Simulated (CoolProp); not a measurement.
Properties of R1234ze(Z) along the isotherm 342.3 K.

Model: reference Helmholtz-energy equation of state, Akasaka 2019, in CoolProp.

| p (kPa) | phase | density (kg/m³) | Joule-Thomson coefficient (K/MPa) | fugacity coefficient |
|---|---|---|---|---|
| 1260 | liquid | ___ | 0.02545 | 0.4539 |
| 2520 | liquid | 1107 | -0.008130 | 0.2376 |
| 3780 | liquid | 1115 | -0.03701 | 0.1657 |
| 5040 | liquid | 1122 | ___ | 0.1300 |
| 6300 | liquid | ___ | -0.08438 | 0.1088 |
| 7570 | liquid | ___ | -0.1043 | 0.09472 |
| 8830 | liquid | 1141 | -0.1220 | 0.08489 |
| 10100 | liquid | 1147 | -0.1382 | 0.07759 |
| 11300 | liquid | 1153 | ___ | 0.07231 |
| 12600 | liquid | 1158 | -0.1658 | ___ |
| 13900 | liquid | 1163 | -0.1785 | 0.06432 |
| 15100 | liquid | 1168 | -0.1892 | 0.06170 |
| 16400 | liquid | 1173 | ___ | 0.05939 |
| 17700 | liquid | ___ | -0.2100 | 0.05752 |

Task: Fill in the missing entries.

Result: 
- 1260, density (kg/m³): 1099
- 5040, Joule-Thomson coefficient (K/MPa): -0.06218
- 6300, density (kg/m³): 1129
- 7570, density (kg/m³): 1135
- 11300, Joule-Thomson coefficient (K/MPa): -0.1521
- 12600, fugacity coefficient: 0.06784
- 16400, Joule-Thomson coefficient (K/MPa): -0.2000
- 17700, density (kg/m³): 1178
